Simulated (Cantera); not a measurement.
A Cantera script and what it prints.

```python
import numpy as np
import cantera as ct

gas_names = [...]  # 140 gases of nasa_gas.yaml made of C, Fe, H, N, O
cond_names = """
    C(gr) C6H6(L) C7H8(L) C8H18(L),n-octa Fe(a) Fe(c) Fe(d) Fe(L) FeC5O5(L) FeO(s) FeO(L) Fe(OH)2(s)
    Fe(OH)3(s) Fe2O3(s) Fe3O4(s) H2O(s) H2O(L)
""".split()


# ... load() reads the species with a 1 bar reference pressure and builds the phases ...
atoms = {
    'Fe(CO)5': {'Fe': 1, 'C': 5, 'O': 5},
    'H2': {'H': 2},
    'N2': {'N': 2},
}
top_T = {'C(gr)': 4500, 'Fe2O3(s)': 1830, 'Fe3O4(s)': 1870}  # K; cautious upper limits of use, not melting points


# ... equilibrate(T, P, feed) seeds the gas with the atoms and calls Mixture.equilibrate('TP', solver="vcs", rtol=1e-11, max_steps=5000) ...
results = []
feed = {'Fe(CO)5': 1, 'H2': 0.035, 'N2': 5.3}  # mol
T = 1448.15  # K
P = 560  # Pa
mix = equilibrate(T, P, feed)
results.append((T, P, feed, dict(zip(mix.species_names, mix.species_moles))))
print(gas.report(threshold=1e-05))
for i in range(1, mix.n_phases):
    print(f"{mix.phase(i).name:16s} {mix.phase_moles(i):12.5e} mol")
```

It prints:

```
       temperature   1448.2 K
          pressure   560 Pa
           density   0.0012987 kg/m^3
  mean mol. weight   27.924 kg/kmol
   phase of matter   gas

                          1 kg             1 kmol
                     ---------------   ---------------
          enthalpy       -5.9814e+05       -1.6703e+07  J
   internal energy       -1.0293e+06       -2.8743e+07  J
           entropy             10479        2.9262e+05  J/K
    Gibbs function       -1.5773e+07       -4.4046e+08  J
 heat capacity c_p            1245.1             34769  J/K
 heat capacity c_v            947.35             26454  J/K

                      mass frac. Y      mole frac. X     chem. pot. / RT
                     ---------------   ---------------   ---------------
                CO           0.48526           0.48378           -41.746
                H2        0.00024399         0.0033795           -29.376
                N2           0.51446           0.51281           -31.757
     [ +137 minor]        3.4016e-05        2.8903e-05

C(gr)             0.00000e+00 mol
Fe(c)             9.99912e-01 mol
FeC5O5(L)         0.00000e+00 mol
FeO(s)            0.00000e+00 mol
Fe(OH)2(s)        0.00000e+00 mol
Fe(OH)3(s)        0.00000e+00 mol
Fe2O3(s)          0.00000e+00 mol
Fe3O4(s)          0.00000e+00 mol
```

Cantera equilibrium calculation (NASA polynomials, part measured and part estimated; ideal gas, pure solids and liquids).
